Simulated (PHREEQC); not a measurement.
A solution holds 0.026 mol/kgw Na2HAsO4 and 0.0062 mol/kgw H3PO4, at 25 °C. Closed to the air; pH follows from the charge balance.

The numbers come from PHREEQC with the ion-association model, wateq4f.dat.

Problem. The ionic strength comes out as 0.0715 mol/kgw. What activity coefficients do H2AsO4-, AsO4-3, H2PO4-, Na+, NaHPO4- get?

Solution. H2AsO4- 0.80, AsO4-3 0.13, H2PO4- 0.81, Na+ 0.80, NaHPO4- 0.81.

This is a speciation only: nothing precipitates in the calculation. H3PO4, which wateq4f.dat lacks, is added to it with the constant of phreeqc.dat.
